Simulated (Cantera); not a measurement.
Feed: 1 mol Al(CH3)3, 1.9 mol N2, a varied amount of H2, equilibrated at 1248.15 K and 1.00 bar.

Method: chemical equilibrium by Gibbs-energy minimisation in Cantera with the NASA 1993 tables (ideal gas, pure condensed phases). Candidate condensed phases: Al, AlN, C, C6H6, C7H8, C8H18; 97 gas species. The feed counts by its element totals alone. The numbers say what is thermodynamically allowed, not how fast it happens.

Question: Which condensed phases are stable at each of these points (n(H2) (mol)): 40, 140, 230, 330, 420, 520, 610, 710, 800, 900?

Answer: 
| n(H2) (mol) | condensed phases | Al condensed (%) |
|---|---|---|
| 40 | AlN(s) + C(graphite) | 100.0 |
| 140 | AlN(s) + C(graphite) | 100.0 |
| 230 | AlN(s) + C(graphite) | 100.0 |
| 330 | AlN(s) | 100.0 |
| 420 | AlN(s) | 100.0 |
| 520 | AlN(s) | 100.0 |
| 610 | AlN(s) | 100.0 |
| 710 | AlN(s) | 100.0 |
| 800 | AlN(s) | 100.0 |
| 900 | AlN(s) | 100.0 |

From 40 mol H2 to 230 mol H2 the condensed part is AlN(s) + C(graphite). From 330 mol H2 to 900 mol H2 the condensed part is AlN(s).
